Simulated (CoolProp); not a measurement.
Vapour-liquid equilibrium of carbon dioxide (1) + CHF3 (R23) (2) at 0.911 MPa; x and y are mole fractions of (1).

Computed with CoolProp (multi-fluid Helmholtz-energy mixture model, Span 1996 and Penoncello 2003; pair parameters Bell 2016).

```tsv
x	bubble temperature, mixture model (K)	bubble temperature, Raoult's law (K)	y, mixture model	y, Raoult's law
0.05	239.4	239.6	0.072	0.069
0.125	238.2	238.8	0.173	0.169
0.2	237.1	237.9	0.267	0.262
0.275	236.1	237.1	0.354	0.350
0.35	235.1	236.3	0.434	0.433
0.425	234.3	235.6	0.509	0.512
0.5	233.5	234.9	0.579	0.587
0.575	232.9	234.2	0.645	0.658
0.65	232.3	233.5	0.708	0.725
0.725	231.8	232.8	0.769	0.789
0.8	231.3	232.2	0.830	0.850
0.875	231.0	231.5	0.891	0.909
0.95	230.7	230.9	0.955	0.964
```

The largest gap from Raoult's law is -1.4 K in bubble temperature, at x = 0.5. No azeotrope shows between x = 0.05 and 0.95.

Pair parameters are fitted to limited data, so mixtures are less certain than the pure fluids.
